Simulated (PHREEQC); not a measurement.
## Nickel, zinc or cadmium bath: speciation

Dissolve 0.0022 mol/kgw Ni(NO3)2 and 0.02 mol/kgw FeCl3 at 20 °C. Closed to the air; pH follows from the charge balance.

The numbers come from PHREEQC with the ion-association model, wateq4f.dat.

pH: 2.19
ionic strength: 0.107 mol/kgw
total alkalinity: -40.0 meq/kg

```tsv
species	molality	activity	log γ
Cl-	0.0550	0.0418	-0.119
Fe+3	0.00801	0.00140	-0.757
H+	0.00783	0.00645	-0.084
NO3-	0.00440	0.00330	-0.125
FeCl+2	0.00406	0.00151	-0.430
FeOH+2	0.00279	0.00104	-0.430
Ni+2	0.00208	0.000769	-0.433
Fe2(OH)2+4	0.00193	3.57e-5	-1.733
FeCl2+	0.000424	0.000331	-0.108
Fe3(OH)4+5	0.000267	5.23e-7	-2.708
```

Precipitation was switched off in this run. Examples of supersaturated solids here: Hematite (slow to form), Goethite (slow to form). Others may be too. Species that the database lacks are ignored.
